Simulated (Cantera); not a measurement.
## Premixed flame

A freely propagating, adiabatic, planar premixed flame of H2 : O2 : N2 = 1 : 0.25 : 0.94 (molar parts), equivalence ratio 2.0, unburnt at 600 K and 100.0 Torr; unity-Lewis-number transport, grid criteria slope 0.08 and curve 0.16, no radiation.

Detailed kinetics in Cantera: the H2/O2 subset of GRI-Mech 3.0, which has no nitrogen chemistry. Unity Lewis numbers drop preferential diffusion, which matters most where H2 and H carry the flame. Burning velocities carry a grid error of a few per cent, more on coarse grids.

```tsv
z (mm)	T (K)	u (m/s)	x H2	x O2	x H2O	x OH	x H	x O
-15.6	600	4.22	0.457	0.114	<1e-8	<1e-8	<1e-8	<1e-8
-10.4	600	4.22	0.457	0.114	<1e-8	<1e-8	<1e-8	<1e-8
-7.82	600	4.22	0.457	0.114	1.55e-7	<1e-8	<1e-8	<1e-8
-5.21	600	4.22	0.457	0.114	6.39e-6	<1e-8	3.06e-8	<1e-8
-2.61	612	4.30	0.455	0.113	0.00167	5.88e-6	0.000152	5.19e-6
-1.30	748	5.21	0.431	0.102	0.0254	0.000135	0.00765	0.000222
0	1123	7.67	0.278	0.0409	0.148	0.00162	0.0859	0.00334
1.30	1349	9.10	0.184	0.00455	0.223	0.00309	0.134	0.00281
2.61	1449	9.70	0.184	0.00154	0.231	0.00381	0.127	0.00236
5.21	1565	10.4	0.194	0.00121	0.233	0.00462	0.110	0.00219
10.4	1695	11.1	0.206	0.000951	0.236	0.00526	0.0903	0.00185
20.8	1828	11.9	0.217	0.000665	0.239	0.00547	0.0709	0.00137
41.7	1952	12.5	0.228	0.000409	0.243	0.00513	0.0528	0.000881
```
x: mole fraction of selected species; z is measured from the peak of heat release.

| Quantity | Value |
|---|---|
| laminar burning velocity | 422 cm/s |
| thermal thickness | 5.21 mm |
| peak x(OH) | 0.00548 |
| peak x(H) | 0.134 |
| peak x(O) | 0.00377 |
| grid points | 129 |
